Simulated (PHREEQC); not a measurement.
Model water analysis in mg/L, 65 °C, pH 6.43, pe 12.4:

| constituent | mg/L |
|---|---|
| Na | 1.34 |
| K | 0.0696 |
| Ca | 1.92 |
| Mg | 0.506 |
| Cl | 0.501 |
| S(6) as SO4 | 5.01 |
| Alkalinity as HCO3 | 5.27 |
| B | 0.00098 |
| N(5) as NO3 | 0.294 |
| Ba | 0.253 |

Valence states are taken as typed.

All values are PHREEQC results (ion-association model, wateq4f.dat), not measurements.

| Quantity | Result |
|---|---|
| ionic strength | 0.000324 mol/kgw |
| activity of water | 0.887 |
| charge-balance error | -2.0 % |

```csv
species,molality,activity,log γ
O2,6.65,6.65,0.000
HCO3-,8.63e-5,8.44e-5,-0.010
CO2,7.02e-5,7.02e-5,0.000
Na+,5.83e-5,5.70e-5,-0.010
SO4-2,5.10e-5,4.67e-5,-0.039
Ca+2,4.73e-5,4.33e-5,-0.039
Mg+2,2.03e-5,1.86e-5,-0.038
Cl-,1.41e-5,1.38e-5,-0.010
NO3-,4.74e-6,4.64e-6,-0.010
Ba+2,1.80e-6,1.65e-6,-0.039
K+,1.78e-6,1.74e-6,-0.010
CaSO4,5.60e-7,5.60e-7,0.000
MgSO4,5.04e-7,5.04e-7,0.000
```

Precipitation was switched off in this run. Away from 25 °C the constants follow the database's enthalpies or fits; those with neither stay at their 25 °C values.
